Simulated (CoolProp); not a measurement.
Properties of fluoroethane (R161) along the isotherm 313.9 K (Tc = 375.2 K, pc = 50.10 bar, ω = 0.216).

The numbers come from the reference Helmholtz-energy equation of state, Wu 2012 in CoolProp.

```csv
p (bar),phase,density (kg/m³),cp (kJ/(kg K))
4.17,gas,8.132,1.370
8.33,gas,17.40,1.493
12.5,gas,28.48,1.695
16.7,liquid,676.3,2.423
20.8,liquid,678.4,2.407
25,liquid,680.4,2.392
29.2,liquid,682.3,2.378
33.3,liquid,684.1,2.366
37.5,liquid,685.9,2.354
41.7,liquid,687.7,2.342
45.8,liquid,689.4,2.332
50,liquid,691.0,2.322
```
